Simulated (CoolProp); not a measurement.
The fluid at 346.57 K and 0.248 MPa flows at 1 m/s in a round tube of 50 mm bore and 45 µm roughness, fully developed (64/Re and Nu = 3.66 if laminar; Colebrook and Gnielinski if turbulent). The same conditions are run with several fluids, on thermodynamics alone (safety and materials aside).

Model: reference Helmholtz-energy equation of state of each fluid (normal hydrogen: Leachman 2009; propane: Lemmon 2009; R11: Jacobsen 1992; oxygen: Schmidt 1985; R134a: Tillner-Roth 1994), in CoolProp.

Rank normal hydrogen, propane, R11, oxygen, R134a by Reynolds number, highest first.

R11 (53000), R134a (33000), propane (20600), oxygen (5950), normal hydrogen (877)

| fluid | Darcy friction factor | pressure drop (Pa/m) | heat-transfer coefficient (W/(m² K)) | mass flow (kg/h) |
|---|---|---|---|---|
| normal hydrogen | 0.0730 | 0.126 | 15.3 | 1.22 |
| propane | 0.0276 | 1.07 | 28.1 | 27.5 |
| R11 | 0.0236 | 2.94 | 26.8 | 88.3 |
| oxygen | 0.0367 | 1.01 | 11.8 | 19.5 |
| R134a | 0.0253 | 2.29 | 29.9 | 63.9 |

Above 300 K oxygen's equation is extrapolated.

Transport values come from each fluid's own correlations; those of R11, R134a are estimates that may be off by 10 % or more.
